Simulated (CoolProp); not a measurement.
A closed Brayton cycle with carbon dioxide: compressor inlet 332.15 K and 9.4 MPa, high pressure 21.3 MPa, turbine inlet 640 K, compressor efficiency 0.8, turbine efficiency 0.93, recuperator effectiveness 0.95 (on enthalpy, no pinch check). Each further row changes one setting.

The numbers come from the reference Helmholtz-energy equation of state, Span 1996 in CoolProp.

```
case                           thermal efficiency (%)  net work (kJ/kg)  compressor to turbine work  compressor exit (K)  turbine exit (K)
-----------------------------  ----------------------  ----------------  --------------------------  -------------------  ----------------
as stated                                        24.6              39.8                        0.52                400.3             551.7
turbine inlet 590 K                                 ?              31.2                        0.58                400.3                 ?
compressor inlet 342.15 K                        22.4              34.0                        0.59                    ?             551.7
high pressure 18.1 MPa                           24.7                 ?                           ?                386.4             569.0
recuperator effectiveness 0.5                    16.4              39.8                        0.52                400.3             551.7
```

Task: Complete the blanks.

Result: 
- turbine inlet 590 K, thermal efficiency (%): 20.7
- turbine inlet 590 K, turbine exit (K): 505.1
- compressor inlet 342.15 K, compressor exit (K): 416.2
- high pressure 18.1 MPa, net work (kJ/kg): 34.4
- high pressure 18.1 MPa, compressor to turbine work: 0.49
